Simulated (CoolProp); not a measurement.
Dodecamethylcyclohexasiloxane (D6) along the isotherm 346.85 °C: fugacity coefficient from the reference equation and from simpler models built on Tc = 372.6 °C, pc = 961.4 kPa, ω = 0.736; each cubic takes its own stable root.

Model: reference Helmholtz-energy equation of state, Colonna 2008, in CoolProp. It is a short technical equation, of lower accuracy than the large ones.

| p (kPa) | phase | reference |
|---|---|---|
| 15.2 | gas | 0.9924 |
| 31.2 | gas | 0.9844 |
| 64.1 | gas | 0.9682 |
| 132 | gas | 0.9352 |
| 270 | gas | 0.8701 |
| 555 | gas | 0.7419 |
| 1140 | liquid | 0.4335 |
| 2340 | liquid | 0.2547 |
| 4810 | liquid | 0.1769 |

Task: How far does each simpler model (van der Waals, Redlich-Kwong, Soave-Redlich-Kwong, Peng-Robinson) lie from the reference over these 9 states: mean and median of the absolute difference, and the worst?

Result: 
- van der Waals: mean 16.4 %, median 4.4 %, worst +61.2 % at 346.85 °C and 4810 kPa
- Redlich-Kwong: mean 8.0 %, median 2.8 %, worst +23.8 % at 346.85 °C and 4810 kPa
- Soave-Redlich-Kwong: mean 3.9 %, median 2.1 %, worst +11.1 % at 346.85 °C and 4810 kPa
- Peng-Robinson: mean 1.1 %, median 0.5 %, worst +3.1 % at 346.85 °C and 1140 kPa
